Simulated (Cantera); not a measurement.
Feed: 1 mol S, 0.049 mol H₂O, 0.18 mol H₂, at 750 K and 0.0133 bar.

Method: chemical equilibrium by Gibbs-energy minimisation in Cantera with the NASA 1993 tables (ideal gas, pure condensed phases). Candidate condensed phases: H₂O, H₂SO₄, S; 19 gas species. Gases not in the tables: S₃ to S₇. Rates play no part.

Base state: S₂ 0.628, H₂S 0.293, H₂O 0.0698, S₈ 0.00426, SO₂ 0.00353, S₂O 0.000972, H₂ 0.000657 (mole fractions); condensed: gas only.

Task: What changes in the equilibrium state with this change: H₂ from 0.18 to 1.6 mol?

Result: 
```csv
species,before,after
H₂S,0.293,0.606
H₂,0.000657,0.364
H₂O,0.0698,0.0297
S₂,0.628,8.74e-6
S₈,0.00426,<1e-9
SO₂,0.00353,<1e-9
S₂O,0.000972,<1e-9
```
